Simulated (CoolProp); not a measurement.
Properties of nitrogen along the isobar 1.07 MPa (Tc = 126.2 K, pc = 3.396 MPa, ω = 0.037).

Model: reference Helmholtz-energy equation of state, Span 2000, in CoolProp.

```
T (K)  phase  Joule-Thomson coefficient (K/MPa)  isothermal compressibility (1/MPa)  expansivity (1/kK)  Prandtl number
-----  -----  ---------------------------------  ----------------------------------  ------------------  --------------
117.9    gas                              12.32                               1.115                 [?]             [?]
155.9    gas                              7.166                              0.9911               7.701           0.802
194      gas                              4.816                              0.9588               5.672           0.763
232      gas                              3.456                              0.9455               4.562           0.743
270.1    gas                                [?]                              0.9389               3.837             [?]
308.1    gas                              1.929                              0.9353               3.323           0.722
346.2    gas                              1.458                              0.9332               2.935           0.716
384.2    gas                              1.095                              0.9320               2.631           0.712
422.2    gas                             0.8069                              0.9312               2.386           0.709
```

### Question
What belongs in the gaps?

### Answer

- 117.9, expansivity (1/kK): 13.52
- 117.9, Prandtl number: 0.934
- 270.1, Joule-Thomson coefficient (K/MPa): 2.561
- 270.1, Prandtl number: 0.731

Viscosity comes from a separate model (Lemmon 2004). Thermal conductivity comes from a separate model (Lemmon 2004).
